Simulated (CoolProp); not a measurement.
Vapour-liquid equilibrium of R134a (1) + R227EA (2) at 35.25 °C; x and y are mole fractions of (1).

The numbers come from the multi-fluid Helmholtz-energy mixture model, Tillner-Roth 1994 and Lemmon 2016; pair parameters Bell 2016 in CoolProp.

### Question
Give the bubble pressure and the first vapour's composition at x = 0.2, 0.275, 0.8. Is there an azeotrope?

### Answer
x = 0.2: 0.6845 MPa, y = 0.263; x = 0.275: 0.7088 MPa, y = 0.348; x = 0.8: 0.8514 MPa, y = 0.835. No azeotrope shows between x = 0.05 and 0.95.

Pair parameters are fitted to limited data, so mixtures are less certain than the pure fluids.
